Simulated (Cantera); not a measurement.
A perfectly stirred reactor is fed with H2 : O2 = 0.011 : 0.11 (molar parts), at 3800 Pa; it is held at 1300 K, and followed from long to short residence time.

Cantera simulation using GRI-Mech 3.0 (53 species, 325 reactions); the numbers are that mechanism's predictions, not measurements. Radical loss at walls, strong at low pressure, is not modelled. The temperature is held fixed by assumption; the heat of reaction is taken as removed at once.

One state of this run: x H2 = 0.000316; x O2 = 0.901; x H = 0.000264; x OH = 0.00201; x H2O = 0.0936. x: mole fraction; the columns are a selection and need not sum to one.

Problem. Which value of τ (s) does it belong to?
A) 0.0079
B) 0.0011
C) 0.21
D) 0.0041

Solution. C, 0.21
